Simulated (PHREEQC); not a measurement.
Dissolve 0.0056 mol HF, 0.045 mol NH4F and 0.00039 mol H2SO4 per kg of water at 80 °C. Closed to the air; pH follows from the charge balance.

The numbers come from PHREEQC with the ion-association model, phreeqc.dat.

```
quantity                    before     after
------------------------  --------  --------
pH                            4.45      4.29
ionic strength (mol/kgw)    0.0453    0.0453
F- (mol/kgw)                0.0433    0.0429
HF (mol/kgw)               0.00536   0.00771
HF2- (mol/kgw)            0.000993   0.00142
SO4-2 (mol/kgw)           0.000311  0.000310
```

Question: What was changed between the two runs?
A) HF from 0.0056 to 0.028 mol/kgw
B) HF from 0.0056 to 0.0084 mol/kgw
C) H2SO4 from 0.00039 to 0.00195 mol/kgw
D) diluted 2-fold with water

Answer: B, HF from 0.0056 to 0.0084 mol/kgw

Precipitation was switched off in this run. At this temperature some constants are extrapolated from 25 °C, and those without enthalpy data are left unchanged.
